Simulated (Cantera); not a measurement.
A closed system holds: 1 mol SiCl₄, 3 mol Cl₂, 17 mol H₂, at 750 K and 0.140 bar.

Equilibrium computed with Cantera from the NASA thermochemical tables; the gas is ideal and each condensed phase is pure. Candidate condensed phases: Si; 19 gas species. The numbers say what is thermodynamically allowed, not how fast it happens.

Base state: H₂ 0.667, HCl 0.286, SiCl₄ 0.0476, SiHCl₃ 5.02e-5 (mole fractions); condensed: gas only.

**Question.** What changes in the equilibrium state with this change: Cl₂ from 3 to 1.9 mol?

**Answer.** 
```
species   before    after
-------  -------  -------
H₂         0.667    0.759
HCl        0.286    0.191
SiCl₄     0.0476   0.0502
SiHCl₃   5.02e-5  9.02e-5
```

**Question.** What changes in the equilibrium state with this change: Cl₂ from 3 to 0.5 mol?

**Answer.** 
```json
[
 {"species": "H₂", "before": "0.667", "after": "0.891"},
 {"species": "HCl", "before": "0.286", "after": "0.0545"},
 {"species": "SiCl₄", "before": "0.0476", "after": "0.0537"},
 {"species": "SiHCl₃", "before": "5.02e-5", "after": "0.000398"}
]
```
